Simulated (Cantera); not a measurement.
Charge: 1 mol HgO, 14 mol N₂, at 101000 Pa.

Cantera equilibrium calculation (NASA polynomials, part measured and part estimated; ideal gas, pure solids and liquids). Candidate condensed phases: Hg, HgO; 10 gas species. Kinetics and transport are ignored.

x: gas mole fraction; n: condensed amount in mol.

```csv
T (°C),x N₂,x Hg,x O₂,x NO,n HgO(s)
327,0.962,0.0251,0.0126,…,0.634
427,0.903,0.0645,0.0323,…,0
527,0.903,0.0645,0.0323,…,0
627,0.903,0.0645,0.0323,…,0
727,0.903,0.0645,0.0323,…,0
827,0.903,0.0645,0.0322,…,0
927,0.903,0.0645,0.0322,…,0
1027,0.903,0.0645,0.0322,…,0
```

**Question.** What belongs in the gaps?

**Answer.** 
- 327, x NO: 5.56e-9
- 427, x NO: 1.18e-7
- 527, x NO: 8.41e-7
- 627, x NO: 3.87e-6
- 727, x NO: 1.31e-5
- 827, x NO: 3.57e-5
- 927, x NO: 8.20e-5
- 1027, x NO: 0.000166
